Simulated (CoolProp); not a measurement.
Carbonyl sulfide along the isobar 5700 kPa: fugacity coefficient from the reference equation and from simpler models built on Tc = 105.6 °C, pc = 6369 kPa, ω = 0.098; each cubic takes its own stable root.

The numbers come from the reference Helmholtz-energy equation of state, Lemmon 2006 in CoolProp. It is a short technical equation, of lower accuracy than the large ones.

```
T (°C)    phase  reference  van der Waals  Redlich-Kwong  Soave-Redlich-Kwong  Peng-Robinson
-------  ------  ---------  -------------  -------------  -------------------  -------------
-111.55  liquid  0.0003544        0.01298      0.0002553            0.0003530      0.0003954
-106.15  liquid  0.0005819        0.01653      0.0004486            0.0005779      0.0006379
-100.75  liquid  0.0009220        0.02074      0.0007535            0.0009141      0.0009956
-95.25   liquid   0.001426        0.02574       0.001226             0.001412       0.001519
-89.85   liquid   0.002124        0.03142       0.001906             0.002103       0.002238
-84.45   liquid   0.003081        0.03789       0.002868             0.003052       0.003216
-79.05   liquid   0.004363        0.04521       0.004192             0.004326       0.004517
-73.55   liquid   0.006081        0.05357       0.006002             0.006035       0.006251
-68.15   liquid   0.008255        0.06270       0.008334             0.008203       0.008434
-62.75   liquid    0.01100        0.07276        0.01132              0.01095        0.01118
-57.35   liquid    0.01441        0.08379        0.01507              0.01437        0.01459
-51.85   liquid    0.01868        0.09601        0.01979              0.01866        0.01883
-46.45   liquid    0.02374         0.1090        0.02543              0.02376        0.02386
-41.05   liquid    0.02977         0.1230        0.03218              0.02985        0.02985
```
